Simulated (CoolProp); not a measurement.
R114 along the isotherm 439.3 K: Z from the reference equation and from simpler models built on Tc = 420.6 K, pc = 3.352 MPa, ω = 0.252; each cubic takes its own stable root.

Values from CoolProp's reference Helmholtz-energy equation of state, Platzer 1990. This equation is an older, rougher fit; its heat capacities, sound speeds and derivatives of the liquid may be far off and weren't checked against measurements.

```json
[
 {"p (MPa)": "1.68", "phase": "gas", "reference": "0.8346"},
 {"p (MPa)": "3.35", "phase": "gas", "reference": "0.6013"},
 {"p (MPa)": "5.03", "phase": "supercritical", "reference": "0.3137"},
 {"p (MPa)": "6.7", "phase": "supercritical", "reference": "0.3458"},
 {"p (MPa)": "8.38", "phase": "supercritical", "reference": "0.4013"},
 {"p (MPa)": "10.1", "phase": "supercritical", "reference": "0.4613"},
 {"p (MPa)": "11.7", "phase": "supercritical", "reference": "0.5176"},
 {"p (MPa)": "13.4", "phase": "supercritical", "reference": "0.5771"},
 {"p (MPa)": "15.1", "phase": "supercritical", "reference": "0.6362"},
 {"p (MPa)": "16.8", "phase": "supercritical", "reference": "0.6947"}
]
```

Q: How far does each simpler model (van der Waals, Peng-Robinson) lie from the reference over these 10 states: mean and median of the absolute difference, and the worst?

A: 
- van der Waals: mean 21.7 %, median 28.0 %, worst +28.2 % at 439.3 K and 11.7 MPa
- Peng-Robinson: mean 3.9 %, median 3.7 %, worst -7.2 % at 439.3 K and 16.8 MPa
